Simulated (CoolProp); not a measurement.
Water at 507.28 K and 2.41 MPa flows at 0.4 m/s in a round tube of 50 mm bore and 0.25 µm roughness, fully developed (64/Re and Nu = 3.66 if laminar; Colebrook and Gnielinski if turbulent). Each further row changes one setting.

Values from CoolProp's reference Helmholtz-energy equation of state, Wagner 2002.

| case | Reynolds number | Darcy friction factor | pressure drop (Pa/m) | heat-transfer coefficient (W/(m² K)) | mass flow (kg/h) |
|---|---|---|---|---|---|
| as stated | 13600 | 0.0285 | ? | ? | 32.7 |
| velocity 0.8 m/s | 27200 | 0.0240 | ? | ? | ? |
| diameter 100 mm | 27200 | 0.0240 | 0.222 | ? | ? |

Task: Complete the blanks.

Result: 
- as stated, pressure drop (Pa/m): 0.528
- as stated, heat-transfer coefficient (W/(m² K)): 42.2
- velocity 0.8 m/s, pressure drop (Pa/m): 1.78
- velocity 0.8 m/s, heat-transfer coefficient (W/(m² K)): 74.5
- velocity 0.8 m/s, mass flow (kg/h): 65.4
- diameter 100 mm, heat-transfer coefficient (W/(m² K)): 37.2
- diameter 100 mm, mass flow (kg/h): 131

Viscosity comes from a separate model (Huber 2009). Thermal conductivity comes from a separate model (Huber 2012).
